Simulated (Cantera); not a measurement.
A closed system holds: 1 mol C3H8, 0.34 mol H2O, 9.1 mol H2, at 1 atm.

Cantera equilibrium calculation (NASA polynomials, part measured and part estimated; ideal gas, pure solids and liquids). Candidate condensed phases: C, C6H6, C7H8, C8H18, H2O; 110 gas species. Kinetics and transport are ignored.

x: gas mole fraction; n: condensed amount in mol.

| T (K) | x H2 | x CH4 | x H | x H2O | x C2H2 (acetylene) | x CO | n C(graphite) |
|---|---|---|---|---|---|---|---|
| 550 | 0.680 | 0.287 | <1e-12 | 0.0326 | <1e-12 | 2.90e-10 | 0 |
| 750 | 0.680 | 0.287 | <1e-12 | 0.0324 | <1e-12 | 9.91e-5 | 0 |
| 950 | 0.850 | 0.123 | 5.09e-10 | 0.0121 | 2.33e-10 | 0.0151 | [?] |
| 1150 | 0.953 | 0.0215 | 7.24e-8 | 0.00109 | 3.69e-8 | 0.0241 | [?] |
| 1350 | 0.970 | 0.00549 | 2.33e-6 | 0.000139 | 1.20e-6 | 0.0247 | 2.59 |
| 1550 | 0.973 | 0.00195 | 3.09e-5 | 2.95e-5 | 1.56e-5 | 0.0247 | 2.63 |
| 1750 | 0.974 | 0.000878 | 0.000228 | 8.97e-6 | 0.000112 | 0.0247 | 2.64 |
| 1950 | 0.973 | 0.000467 | 0.00112 | 3.50e-6 | 0.000532 | 0.0247 | 2.64 |
| 2150 | 0.969 | 0.000279 | 0.00412 | 1.63e-6 | 0.00188 | 0.0246 | 2.60 |
| 2350 | 0.958 | 0.000181 | 0.0121 | 8.61e-7 | 0.00528 | 0.0245 | 2.51 |
| 2550 | 0.933 | 0.000122 | 0.0299 | 4.95e-7 | 0.0124 | 0.0243 | [?] |
| 2750 | 0.886 | 8.32e-5 | 0.0640 | 2.98e-7 | 0.0249 | 0.0239 | [?] |

Question: Some entries are withheld; supply them.

Answer: 
- 950, n C(graphite): 1.32
- 1150, n C(graphite): 2.38
- 2550, n C(graphite): 2.30
- 2750, n C(graphite): 1.92
